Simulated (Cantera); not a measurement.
Feed: 1 mol Si₃N₄, 0.0058 mol O₂, 10 mol H₂, equilibrated at 1748.15 K and 6.10 Pa.

These are equilibrium values from Cantera (NASA tables, ideal gas, pure condensed phases), not measurements of a reactor. Candidate condensed phases: H₂O, Si, SiO₂, Si₂N₂O, Si₃N₄; 35 gas species. The tables' values for SiN are old estimates; treat these amounts as uncertain. Gases not in the tables: Si₂H₆ and higher silanes. Rates play no part.

Base state: H₂ 0.788, N₂ 0.160, H 0.0260, Si 0.0239, SiO 0.000930, SiH 0.000221, Si₂ 0.000123, Si₂N 6.61e-5 (mole fractions); condensed: Si(l).

What changes in the equilibrium state with this change: temperature from 1748.15 K to 1200 K?


| species | before | after |
|---|---|---|
| H₂ | 0.788 | 1.000 |
| N₂ | 0.160 | 0.000467 |
| H | 0.0260 | 2.53e-5 |
| Si | 0.0239 | 2.27e-8 |
| SiO | 0.000930 | 1.49e-6 |
| Si₂ | 0.000123 | <1e-9 |
| SiH | 0.000221 | 2.66e-9 |
| Si₂N | 6.61e-5 | <1e-9 |
| SiN | 3.88e-5 | <1e-9 |
| Si(l), mol | 2.68 | 0 |
| Si(s), mol | 0 | 0.00120 |
| Si₂N₂O(s), mol | 0 | 0.0116 |
| Si₃N₄(s), mol | 0 | 0.992 |
Mutual solubility and eutectic melting of coexisting phases are not modelled.
